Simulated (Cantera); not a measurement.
Input: 1 mol CCl₄, 4.8 mol H₂, equilibrated at 0.180 Torr.

Method: chemical equilibrium by Gibbs-energy minimisation in Cantera with the NASA 1993 tables (ideal gas, pure condensed phases). Candidate condensed phases: C, C₆H₆, C₇H₈, C₈H₁₈; 91 gas species. Equilibrium is a limit: real reactors are often held back by kinetics, nucleation or transport.

At 1798 K, list the 4 most abundant gas species with their mole fractions, and the condensed phases.

HCl 0.564, H₂ 0.406, Cl 0.0154, H 0.0145. Condensed: C(graphite).
